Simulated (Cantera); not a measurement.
Feed: 1 mol SiCl4, 3.3 mol O2, 1.4 mol H2, held at 10.0 mbar.

Method: chemical equilibrium by Gibbs-energy minimisation in Cantera with the NASA 1993 tables (ideal gas, pure condensed phases). Candidate condensed phases: H2O, Si, SiO2; 30 gas species. Equilibrium is a limit: real reactors are often held back by kinetics, nucleation or transport. All values below are at 1000 K.

Base state: HCl 0.438, O2 0.394, Cl2 0.136, H2O 0.0300, Cl 0.00143 (mole fractions); condensed: SiO2(β-quartz).

Problem. What changes in the equilibrium state with this change: H2 from 1.4 to 76 mol?

Solution. 
```json
[
 {"species": "H2", "before": "<1e-9", "after": "0.890"},
 {"species": "H2O", "before": "0.0300", "after": "0.0590"},
 {"species": "HCl", "before": "0.438", "after": "0.0513"},
 {"species": "O2", "before": "0.394", "after": "<1e-9"},
 {"species": "Cl2", "before": "0.136", "after": "<1e-9"},
 {"species": "Cl", "before": "0.00143", "after": "1.15e-9"},
 {"species": "SiO2(β-quartz), mol", "before": "1.00", "after": "1.00"}
]
```

Problem. What changes in the equilibrium state with this change: pressure from 10.0 mbar to 21.0 Pa?

Solution. 
| species | before | after |
|---|---|---|
| HCl | 0.438 | 0.478 |
| O2 | 0.394 | 0.400 |
| Cl2 | 0.136 | 0.107 |
| H2O | 0.0300 | 0.00659 |
| Cl | 0.00143 | 0.00878 |
| SiO2(β-quartz), mol | 1.00 | 1.00 |
